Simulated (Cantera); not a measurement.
## Si + O2 + N2 (thermal oxidation and active oxidation of silicon)

A closed system holds: 1 mol Si, 1.4 mol O2, 110 mol N2, at 52000 Pa.

Cantera equilibrium calculation (NASA polynomials, part measured and part estimated; ideal gas, pure solids and liquids). Candidate condensed phases: Si, SiO2, Si2N2O, Si3N4; 16 gas species. The tables hold silica as quartz up to 1696 K and as liquid above; real silica turns to tridymite and cristobalite and melts near 1996 K. Equilibrium is a limit: real reactors are often held back by kinetics, nucleation or transport.

From 1600 K to 1650 K the condensed part is SiO2(β-quartz). From 1700 K to 1950 K the condensed part is SiO2(condensed). From 2000 K to 2150 K the condensed part is SiO2(l).

```
T (K)   x N2     x O2      x NO       x O     x SiO    x SiO2    x NO2    x N2O  n SiO2(β-quartz)  n SiO2(condensed)  n SiO2(l)
-----  -----  -------  --------  --------  --------  --------  -------  -------  ----------------  -----------------  ---------
1600   0.996  0.00348  0.000280   1.19e-6  7.69e-12  7.93e-11  1.05e-7  1.36e-8              1.00                  0          0
1650   0.996  0.00345  0.000344   2.11e-6  4.66e-11  3.04e-10  1.13e-7  1.65e-8              1.00                  0          0
1700   0.996  0.00341  0.000416   3.62e-6  2.53e-10   1.07e-9  1.20e-7  1.97e-8                 0               1.00          0
1750   0.996  0.00337  0.000497   6.02e-6   1.23e-9   3.47e-9  1.28e-7  2.34e-8                 0              1.000          0
1800   0.996  0.00332  0.000588   9.73e-6   5.47e-9   1.05e-8  1.35e-7  2.74e-8                 0              1.000          0
1850   0.996  0.00327  0.000688   1.53e-5   2.24e-8   2.97e-8  1.41e-7  3.19e-8                 0              1.000          0
1900   0.996  0.00321  0.000797   2.34e-5   8.49e-8   7.97e-8  1.47e-7  3.67e-8                 0              1.000          0
1950   0.996  0.00315  0.000916   3.51e-5   3.01e-7   2.03e-7  1.53e-7  4.20e-8                 0              1.000          0
2000   0.996  0.00308   0.00104   5.15e-5   9.99e-7   4.91e-7  1.58e-7  4.76e-8                 0                  0      1.000
2050   0.996  0.00300   0.00118   7.39e-5   3.13e-6   1.14e-6  1.62e-7  5.35e-8                 0                  0      1.000
2100   0.996  0.00292   0.00132  0.000104   9.28e-6   2.53e-6  1.66e-7  5.98e-8                 0                  0      0.999
2150   0.996  0.00283   0.00147  0.000144   2.62e-5   5.41e-6  1.69e-7  6.64e-8                 0                  0      0.997
```
x: gas mole fraction; n: condensed amount in mol.
